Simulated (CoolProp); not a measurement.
R125 along the isobar 7.58 bar: density (kg/m³) from the reference equation and from simpler models built on Tc = 66.0 °C, pc = 36.18 bar, ω = 0.305; each cubic takes its own stable root.

Model: reference Helmholtz-energy equation of state, Lemmon 2005, in CoolProp.

| T (°C) | phase | reference |
|---|---|---|
| 57.45 | gas | 36.12 |
| 78.55 | gas | 33.31 |
| 99.75 | gas | 30.98 |
| 120.95 | gas | 29.01 |
| 142.15 | gas | 27.31 |
| 163.35 | gas | 25.82 |
| 184.45 | gas | 24.50 |
| 205.65 | gas | 23.32 |
| 226.85 | gas | 22.26 |

### Question
How far does each simpler model (Redlich-Kwong, Peng-Robinson) lie from the reference over these 9 states: mean and median of the absolute difference, and the worst?

### Answer
- Redlich-Kwong: mean 0.4 %, median 0.4 %, worst +0.5 % at 184.45 °C and 7.58 bar
- Peng-Robinson: mean 0.5 %, median 0.5 %, worst +0.7 % at 57.45 °C and 7.58 bar
